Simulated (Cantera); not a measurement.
## Iron carbonyl, mercury and lead vapours: PbO + H₂

Input: 1 mol PbO, 27 mol H₂, equilibrated at 1.80 mbar.

Method: chemical equilibrium by Gibbs-energy minimisation in Cantera with the NASA 1993 tables (ideal gas, pure condensed phases). Candidate condensed phases: H₂O, Pb, PbO, PbO₂, Pb₃O₄; 12 gas species. Kinetics and transport are ignored.

At 727 °C the condensed part is Pb(l). From 802 °C to 1327 °C nothing is condensed. The main Pb-bearing gas is Pb throughout.

| T (°C) | x H₂ | x H₂O | x Pb | x H | x OH | x PbO | x Pb₂ | n Pb(l) |
|---|---|---|---|---|---|---|---|---|
| 727 | 0.954 | 0.0367 | 0.00900 | 5.23e-8 | 4.45e-12 | 9.59e-10 | 2.83e-8 | 0.755 |
| 802 | 0.929 | 0.0357 | 0.0357 | 3.33e-7 | 4.86e-11 | 1.06e-8 | 2.69e-7 | 0 |
| 877 | 0.929 | 0.0357 | 0.0357 | 1.69e-6 | 3.94e-10 | 2.60e-8 | 1.73e-7 | 0 |
| 952 | 0.929 | 0.0357 | 0.0357 | 7.08e-6 | 2.48e-9 | 5.70e-8 | 1.18e-7 | 0 |
| 1027 | 0.929 | 0.0357 | 0.0357 | 2.51e-5 | 1.26e-8 | 1.15e-7 | 8.33e-8 | 0 |
| 1102 | 0.928 | 0.0357 | 0.0357 | 7.78e-5 | 5.39e-8 | 2.13e-7 | 6.12e-8 | 0 |
| 1177 | 0.928 | 0.0357 | 0.0357 | 0.000215 | 1.98e-7 | 3.73e-7 | 4.64e-8 | 0 |
| 1252 | 0.928 | 0.0357 | 0.0357 | 0.000537 | 6.41e-7 | 6.18e-7 | 3.61e-8 | 0 |
| 1327 | 0.927 | 0.0357 | 0.0357 | 0.00123 | 1.86e-6 | 9.76e-7 | 2.87e-8 | 0 |
x: gas mole fraction; n: condensed amount in mol.
